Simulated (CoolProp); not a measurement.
Vapour-liquid equilibrium of CHF3 (R23) (1) + sulfur hexafluoride (2) at 247.7 K; x and y are mole fractions of (1).

Computed with CoolProp (multi-fluid Helmholtz-energy mixture model, Penoncello 2003 and Guder 2009; pair parameters Bell 2016).

Give the bubble pressure and the first vapour's composition at x = 0.35, 0.5, 0.95. Is there an azeotrope?

x = 0.35: 1058 kPa, y = 0.547; x = 0.5: 1137 kPa, y = 0.629; x = 0.95: 1192 kPa, y = 0.940. y crosses x between x = 0.8 and 0.95: the model has an azeotrope there.

Pair parameters are fitted to limited data, so mixtures are less certain than the pure fluids.
